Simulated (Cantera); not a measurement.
Charge: 1 mol PbCl2, 2.1 mol H2, held at 1673.15 K and 750 Torr.

These are equilibrium values from Cantera (NASA tables, ideal gas, pure condensed phases), not measurements of a reactor. Candidate condensed phases: Pb, PbCl2; 10 gas species. The tables' values for PbCl4 are old estimates; treat these amounts as uncertain. Kinetics and transport are ignored.

Base state: H2 0.443, HCl 0.279, PbCl 0.166, Pb 0.0563, PbCl2 0.0549, H 7.59e-5, Cl 3.73e-5, PbCl4 3.40e-5 (mole fractions); condensed: gas only.

Q: What changes in the equilibrium state with this change: H2 from 2.1 to 11 mol?

A: 
```tsv
species	before	after
H2	0.443	0.807
HCl	0.279	0.115
Pb	0.0563	0.0395
PbCl	0.166	0.0355
PbCl2	0.0549	0.00357
PbCl4	3.40e-5	2.05e-7
Cl	3.73e-5	1.14e-5
Pb2	3.24e-5	1.59e-5
H	7.59e-5	0.000102
```
